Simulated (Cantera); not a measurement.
Charge: 1 mol TEOS, 0.15 mol NO, a varied amount of N₂, held at 975 °C and 0.0800 bar.

These are equilibrium values from Cantera (NASA tables, ideal gas, pure condensed phases), not measurements of a reactor. Candidate condensed phases: C, C₆H₆, C₇H₈, C₈H₁₈, H₂O, Si, SiC, SiO₂, Si₂N₂O, Si₃N₄; 151 gas species. The feed counts by its element totals alone. Mutual solubility and eutectic melting of coexisting phases are not modelled. The tables hold silica as quartz up to 1696 K and as liquid above; real silica turns to tridymite and cristobalite and melts near 1996 K. Kinetics and transport are ignored.

x: gas mole fraction; n: condensed amount in mol.

| n(N₂) (mol) | x N₂ | x H₂ | x CO | x CH₄ | x H₂O | x HCN | x CO₂ | n C(graphite) | n SiO₂(β-quartz) | n Si₂N₂O(s) |
|---|---|---|---|---|---|---|---|---|---|---|
| 1.6 | 0.121 | 0.723 | 0.155 | 0.000465 | 0.000138 | (withheld) | 1.91e-5 | 5.85 | 1.00 | 0 |
| 2.8 | 0.191 | 0.665 | 0.143 | 0.000394 | 0.000117 | (withheld) | 1.61e-5 | 5.85 | 1.00 | 0 |
| 4.9 | 0.291 | 0.583 | 0.125 | 0.000303 | 8.99e-5 | (withheld) | 1.24e-5 | 5.85 | 1.00 | 0 |
| 8.7 | 0.418 | 0.477 | 0.105 | 0.000202 | 6.17e-5 | 5.55e-5 | 8.77e-6 | 5.78 | 0.959 | 0.0207 |
| 16 | 0.540 | 0.344 | 0.115 | 0.000106 | 4.86e-5 | 5.37e-5 | 1.04e-5 | 4.66 | 0.209 | 0.395 |
| 27 | 0.661 | 0.248 | 0.0907 | 5.50e-5 | 2.77e-5 | 5.04e-5 | 6.49e-6 | 4.35 | 0 | 0.500 |
| 49 | 0.781 | 0.161 | 0.0586 | 2.30e-5 | 1.16e-5 | (withheld) | 2.71e-6 | 4.35 | 0 | 0.500 |
| 86 | 0.862 | 0.101 | 0.0368 | 9.04e-6 | 4.55e-6 | (withheld) | 1.07e-6 | 4.35 | 0 | 0.500 |

Task: Fill in the missing entries.

Result: 
- 1.6, x HCN: 3.68e-5
- 2.8, x HCN: 4.44e-5
- 4.9, x HCN: 5.12e-5
- 49, x HCN: 4.41e-5
- 86, x HCN: 3.67e-5
